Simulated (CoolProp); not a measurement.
Vapour-liquid equilibrium of R245fa (1) + n-pentane (2) at 0.617 MPa; x and y are mole fractions of (1).

The numbers come from the multi-fluid Helmholtz-energy mixture model, Akasaka 2015 and Thol 2019; pair parameters Bell 2016 in CoolProp.

**Question.** Give the bubble temperature and the first vapour's composition at x = 0.05, 0.35, 0.8. Is there an azeotrope?

**Answer.** x = 0.05: 89.8 °C, y = 0.245; x = 0.35: 68.9 °C, y = 0.612; x = 0.8: 66.3 °C, y = 0.768. y crosses x between x = 0.65 and 0.8: the model has an azeotrope there.

Pair parameters are fitted to limited data, so mixtures are less certain than the pure fluids. With so large a gap from Raoult's law the liquid may split in two, which this calculation doesn't test in full.
